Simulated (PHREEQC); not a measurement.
Metal-bearing waste water: speciation

Consider water at 30 °C with 0.084 mol/kgw ZnSO4, 0.01 mol/kgw ZnCl2, 0.0016 mol/kgw H2SO4 and 0.0098 mol/kgw Na2SO4. Closed to the air; pH follows from the charge balance.

The numbers come from PHREEQC with the ion-association model, phreeqc.dat.

Each row changes one thing in this solution. Precipitation was switched off in this run.

| case | pH | ionic strength (mol/kgw) | Zn+2 (mol/kgw) | SO4-2 (mol/kgw) | ZnSO4 (mol/kgw) | Cl- (mol/kgw) | SI of Halite (NaCl) |
|---|---|---|---|---|---|---|---|
| as made | 2.95 | 0.214 | 0.0485 | 0.0379 | 0.0346 | 0.0191 | -5.30 |
| diluted 100-fold with water | 4.55 | 0.00358 | 0.000836 | 0.000847 | 0.000103 | 0.000200 | -9.04 |
| H2SO4 from 0.0016 to 0.0024 mol/kgw | 2.77 | 0.215 | 0.0485 | 0.0379 | 0.0345 | 0.0191 | -5.30 |
| temperature from 30 to 5 °C | 2.84 | 0.222 | 0.0505 | 0.0385 | 0.0318 | 0.0197 | -5.26 |
| H2SO4 replaced by KHSO4 at the same molality | 3.25 | 0.215 | 0.0482 | 0.0383 | 0.0347 | 0.0191 | -5.30 |

Complexes and solids missing from the database can't appear. Away from 25 °C the constants follow the database's enthalpies or fits; those with neither stay at their 25 °C values.
